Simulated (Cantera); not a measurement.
Feed: 1 mol borazine, 7.4 mol H₂O, 0.39 mol H₂, 0.0011 mol HCl, at 133 Pa.

These are equilibrium values from Cantera (NASA tables, ideal gas, pure condensed phases), not measurements of a reactor. Candidate condensed phases: B, BN, B₂O₃, B₃O₃H₃, H₂O, NH₄Cl; 49 gas species. The feed counts by its element totals alone. Gases not in the tables: H₃BO₃. Rates play no part.

Problem. Which condensed phases are stable at each of these points (T (K)): 875, 1025, 1175, 1325, 1475, 1625, 1775, 1925, 2075, 2225?

Solution. 
```json
[
 {"T (K)": "875", "condensed phases": "B₂O₃(l)", "B condensed (%)": "99.7"},
 {"T (K)": "1025", "condensed phases": "B₂O₃(l)", "B condensed (%)": "99.6"},
 {"T (K)": "1175", "condensed phases": "B₂O₃(l)", "B condensed (%)": "96.8"},
 {"T (K)": "1325", "condensed phases": "B₂O₃(l)", "B condensed (%)": "78.2"},
 {"T (K)": "1475", "condensed phases": "B₂O₃(l)", "B condensed (%)": "7.1"},
 {"T (K)": "1625", "condensed phases": "gas only", "B condensed (%)": "0.0"},
 {"T (K)": "1775", "condensed phases": "gas only", "B condensed (%)": "0.0"},
 {"T (K)": "1925", "condensed phases": "gas only", "B condensed (%)": "0.0"},
 {"T (K)": "2075", "condensed phases": "gas only", "B condensed (%)": "0.0"},
 {"T (K)": "2225", "condensed phases": "gas only", "B condensed (%)": "0.0"}
]
```

From 875 K to 1475 K the condensed part is B₂O₃(l). From 1625 K to 2225 K nothing is condensed.
